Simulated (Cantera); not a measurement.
# Adiabatic ignition

An adiabatic, constant-volume homogeneous reactor starts with CO : H2 : O2 : N2 = 1 : 0.033 : 1.23 : 4.62 (molar parts), equivalence ratio 0.42, at 1575 K and 100000 Pa.

Detailed kinetics in Cantera: GRI-Mech 3.0 (53 species, 325 reactions).

| t (s) | T (K) | P (bar) | x CO | x H2 | x O2 | x H | x NO2 |
|---|---|---|---|---|---|---|---|
| 3.00e-6 | 1575 | 1.00 | 0.145 | 0.00479 | 0.179 | 5.45e-8 | <1e-12 |
| 9.10e-6 | 1575 | 1.00 | 0.145 | 0.00479 | 0.179 | 4.63e-7 | <1e-12 |
| 2.76e-5 | 1575 | 1.00 | 0.145 | 0.00471 | 0.179 | 3.09e-5 | <1e-12 |
| 8.37e-5 | 1663 | 1.05 | 0.119 | 0.000156 | 0.153 | 0.00231 | 2.00e-9 |
| 0.000254 | 2110 | 1.30 | 0.0593 | 0.000199 | 0.119 | 0.00312 | 9.99e-8 |
| 0.000770 | 2519 | 1.52 | 0.0357 | 0.000131 | 0.119 | 0.000786 | 1.61e-6 |
| 0.00234 | 2647 | 1.58 | 0.0245 | 9.28e-5 | 0.113 | 0.000368 | 6.25e-6 |
| 0.00709 | 2637 | 1.57 | 0.0234 | 9.07e-5 | 0.109 | 0.000342 | 1.22e-5 |
| 0.0215 | 2634 | 1.57 | 0.0232 | 9.03e-5 | 0.108 | 0.000336 | 1.36e-5 |
| 0.0652 | 2634 | 1.57 | 0.0232 | 9.02e-5 | 0.108 | 0.000336 | 1.37e-5 |
| 0.198 | 2634 | 1.57 | 0.0232 | 9.02e-5 | 0.108 | 0.000336 | 1.37e-5 |
| 0.600 | 2634 | 1.57 | 0.0232 | 9.02e-5 | 0.108 | 0.000336 | 1.37e-5 |
x: mole fraction; the columns are a selection and need not sum to one.

```json
{
 "time_of_steepest_temperature_rise": "0.127 ms",
 "temperature at 0.600 s": "2634 K",
 "equilibrium_temperature": "2634 K",
 "x(CO) at 0.600 s": "0.0232 (gas-phase equilibrium 0.0232)",
 "x(H2) at 0.600 s": "9.02e-5 (gas-phase equilibrium 9.02e-5)",
 "x(O2) at 0.600 s": "0.108 (gas-phase equilibrium 0.108)"
}
```
